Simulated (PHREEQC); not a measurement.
Dissolve 0.039 mol/kgw ZnSO4, 0.04 mol/kgw CuCl2, 0.23 mol/kgw H2SO4 and 0.00015 mol/kgw NaCl at 73 °C. Closed to the air; pH follows from the charge balance.

Computed with PHREEQC (ion-association model, wateq4f.dat).

Precipitation was switched off in this run.

Q: Estimate the pH, activity of water.

A: pH 0.79; activity of water 0.989.

Q: In which forms is Zn present?

A: Zn+2 67 %, ZnCl+ 17 %, ZnSO4 14 %, Zn(SO4)2-2 1.1 % of the Zn.

Away from 25 °C the constants follow the database's enthalpies or fits; those with neither stay at their 25 °C values.
